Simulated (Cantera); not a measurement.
Charge: 1 mol Ti(OiPr)₄, 0.19 mol C₃H₈, 32 mol H₂, 1.3 mol H₂O, at 0.120 bar.

These are equilibrium values from Cantera (NASA tables, ideal gas, pure condensed phases), not measurements of a reactor. Candidate condensed phases: C, C₆H₆, C₇H₈, C₈H₁₈, H₂O, Ti, TiC, TiO, TiO₂, Ti₂O₃, Ti₃O₅, Ti₄O₇; 113 gas species. The feed counts by its element totals alone. Condensed phases not in the tables: Magnéli phases beyond Ti₄O₇. The numbers say what is thermodynamically allowed, not how fast it happens. All values below are at 1200 K.

Base state: H₂ 0.929, CO 0.0687, CH₄ 0.00164, H₂O 0.000199, CO₂ 1.07e-5 (mole fractions); condensed: C(graphite) + Ti₄O₇(s).

Question: What changes in the equilibrium state with this change: H₂O from 1.3 to 14 mol?

Answer: 
| species | before | after |
|---|---|---|
| H₂ | 0.929 | 0.788 |
| CO | 0.0687 | 0.165 |
| H₂O | 0.000199 | 0.0406 |
| CO₂ | 1.07e-5 | 0.00620 |
| CH₄ | 0.00164 | 1.18e-5 |
| C(graphite), mol | 8.95 | 0 |
| Ti₄O₇(s), mol | 0.250 | 0 |
| TiO₂(rutile), mol | 0 | 1.00 |

Question: What changes in the equilibrium state with this change: pressure from 0.120 bar to 0.360 bar?

Answer: 
| species | before | after |
|---|---|---|
| H₂ | 0.929 | 0.926 |
| CO | 0.0687 | 0.0685 |
| CH₄ | 0.00164 | 0.00488 |
| H₂O | 0.000199 | 0.000593 |
| CO₂ | 1.07e-5 | 3.19e-5 |
| C(graphite), mol | 8.95 | 8.80 |
| Ti₄O₇(s), mol | 0.250 | 0.250 |

Question: What changes in the equilibrium state with this change: H₂O from 1.3 to 0.13 mol?

Answer: 
| species | before | after |
|---|---|---|
| H₂ | 0.929 | 0.948 |
| CO | 0.0687 | 0.0498 |
| CH₄ | 0.00164 | 0.00170 |
| CO₂ | 1.07e-5 | 5.64e-6 |
| H₂O | 0.000199 | 0.000147 |
| C(graphite), mol | 8.95 | 10.0 |
| Ti₄O₇(s), mol | 0.250 | 0 |
| Ti₃O₅(s), mol | 0 | 0.333 |
